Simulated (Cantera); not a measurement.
A Cantera script and what it prints.

```python
import numpy as np
import cantera as ct

gas_names = """
    AL ALH ALN AL2 H H2 N NH NH2 NH3 N2 N2H2 N2H4
""".split()
cond_names = """
    AL(cr) AL(L) ALN(s)
""".split()


# ... load() reads the species with a 1 bar reference pressure and builds the phases ...
atoms = {
    'AlN': {'AL': 1, 'N': 1},
    'H2': {'H': 2},
}
top_T = {'ALN(s)': 2750}  # K; cautious upper limits of use, not melting points


# ... equilibrate(T, P, feed) seeds the gas with the atoms and calls Mixture.equilibrate('TP', solver="vcs", rtol=1e-11, max_steps=5000) ...
results = []
feed = {'AlN': 1, 'H2': 0.016}  # mol
for P in [1, 4.6, 22, 100, 460, 2200, 10000, 46000, 220000, 1000000]:
    for T in [1823, 1923, 2023, 2123, 2223, 2323, 2423, 2523, 2623]:
        mix = equilibrate(T, P, feed)
        results.append((T, P, feed, dict(zip(mix.species_names, mix.species_moles))))

for T, P, feed, n in results:
    print(f"{T:7g} {P:10.4g}  " + (" + ".join(c for c in cond_names if n.get(c, 0) > 1e-12) or "gas only"))
```

Output:

```
   1823          1  gas only
   1923          1  gas only
   2023          1  gas only
   2123          1  gas only
   2223          1  gas only
   2323          1  gas only
   2423          1  gas only
   2523          1  gas only
   2623          1  gas only
   1823        4.6  gas only
   1923        4.6  gas only
   2023        4.6  gas only
   2123        4.6  gas only
   2223        4.6  gas only
   2323        4.6  gas only
   2423        4.6  gas only
   2523        4.6  gas only
   2623        4.6  gas only
   1823         22  ALN(s)
   1923         22  gas only
   2023         22  gas only
   2123         22  gas only
   2223         22  gas only
   2323         22  gas only
   2423         22  gas only
   2523         22  gas only
   2623         22  gas only
   1823        100  ALN(s)
   1923        100  ALN(s)
   2023        100  gas only
   2123        100  gas only
   2223        100  gas only
   2323        100  gas only
   2423        100  gas only
   2523        100  gas only
   2623        100  gas only
   1823        460  ALN(s)
   1923        460  ALN(s)
   2023        460  ALN(s)
   2123        460  gas only
   2223        460  gas only
   2323        460  gas only
   2423        460  gas only
   2523        460  gas only
   2623        460  gas only
   1823       2200  ALN(s)
   1923       2200  ALN(s)
   2023       2200  ALN(s)
   2123       2200  ALN(s)
   2223       2200  ALN(s)
   2323       2200  gas only
   2423       2200  gas only
   2523       2200  gas only
   2623       2200  gas only
   1823      1e+04  ALN(s)
   1923      1e+04  ALN(s)
   2023      1e+04  ALN(s)
   2123      1e+04  ALN(s)
   2223      1e+04  ALN(s)
   2323      1e+04  ALN(s)
   2423      1e+04  gas only
   2523      1e+04  gas only
   2623      1e+04  gas only
   1823    4.6e+04  ALN(s)
   1923    4.6e+04  ALN(s)
   2023    4.6e+04  ALN(s)
   2123    4.6e+04  ALN(s)
   2223    4.6e+04  ALN(s)
   2323    4.6e+04  ALN(s)
   2423    4.6e+04  ALN(s)
   2523    4.6e+04  ALN(s)
   2623    4.6e+04  gas only
   1823    2.2e+05  ALN(s)
   1923    2.2e+05  ALN(s)
   2023    2.2e+05  ALN(s)
   2123    2.2e+05  ALN(s)
   2223    2.2e+05  ALN(s)
   2323    2.2e+05  ALN(s)
   2423    2.2e+05  ALN(s)
   2523    2.2e+05  ALN(s)
   2623    2.2e+05  ALN(s)
   1823      1e+06  ALN(s)
   1923      1e+06  ALN(s)
   2023      1e+06  ALN(s)
   2123      1e+06  ALN(s)
   2223      1e+06  ALN(s)
   2323      1e+06  ALN(s)
   2423      1e+06  ALN(s)
   2523      1e+06  ALN(s)
   2623      1e+06  ALN(s)
```

Method: chemical equilibrium by Gibbs-energy minimisation in Cantera with the NASA 1993 tables (ideal gas, pure condensed phases).
